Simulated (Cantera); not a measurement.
Mixture: H2 : O2 : N2 = 1 : 0.263 : 0.989 (molar parts), equivalence ratio 1.9, at 10.0 bar, adiabatic and at constant volume. Ignition delay is the time to a rise of 400 K.

Model: GRI-Mech 3.0 (53 species, 325 reactions), integrated in Cantera. The hydrogen kinetics of GRI-Mech 3.0 are dated; newer H2 mechanisms differ, most at raised pressure.

Question: What does this change do: constant pressure in place of constant volume?

Answer: 
```csv
quantity,before,after
delay at 1025 K,3.51 ms,3.79 ms
delay at 1225 K,27.6 µs,28.2 µs
delay at 1425 K,2.12 µs,2.21 µs
delay at 1625 K,0.980 µs,1.04 µs
apparent activation energy between 1525 and 1725 K,65 kJ/mol,62 kJ/mol
```
